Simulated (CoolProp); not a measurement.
The fluid at 298.15 K and 0.999 MPa flows at 0.89 m/s in a round tube of 25 mm bore and 1.5 µm roughness, fully developed (64/Re and Nu = 3.66 if laminar; Colebrook and Gnielinski if turbulent). The same conditions are run with several fluids, on thermodynamics alone (safety and materials aside).

Computed with CoolProp (reference Helmholtz-energy equation of state of each fluid (C2F6 (R116): Lemmon 2006; methane: Setzmann 1991; oxygen: Schmidt 1985; carbon dioxide: Span 1996; sulfur hexafluoride: Guder 2009)).

### Question
Rank C2F6 (R116), methane, oxygen, carbon dioxide, sulfur hexafluoride by Reynolds number, highest first.

### Answer
C2F6 (R116) (97800), sulfur hexafluoride (96200), carbon dioxide (27700), oxygen (13900), methane (12900)

```json
[
 {"fluid": "C2F6 (R116)", "Darcy friction factor": "0.0184", "pressure drop (Pa/m)": "18.2", "heat-transfer coefficient (W/(m² K))": "116", "mass flow (kg/h)": "98.5"},
 {"fluid": "methane", "Darcy friction factor": "0.0290", "pressure drop (Pa/m)": "3.02", "heat-transfer coefficient (W/(m² K))": "51.8", "mass flow (kg/h)": "10.3"},
 {"fluid": "oxygen", "Darcy friction factor": "0.0284", "pressure drop (Pa/m)": "5.85", "heat-transfer coefficient (W/(m² K))": "41.7", "mass flow (kg/h)": "20.4"},
 {"fluid": "carbon dioxide", "Darcy friction factor": "0.0241", "pressure drop (Pa/m)": "7.13", "heat-transfer coefficient (W/(m² K))": "49.1", "mass flow (kg/h)": "29.4"},
 {"fluid": "sulfur hexafluoride", "Darcy friction factor": "0.0184", "pressure drop (Pa/m)": "19.6", "heat-transfer coefficient (W/(m² K))": "107", "mass flow (kg/h)": "105"}
]
```

Transport values come from each fluid's own correlations; those of C2F6 (R116) are estimates that may be off by 10 % or more.
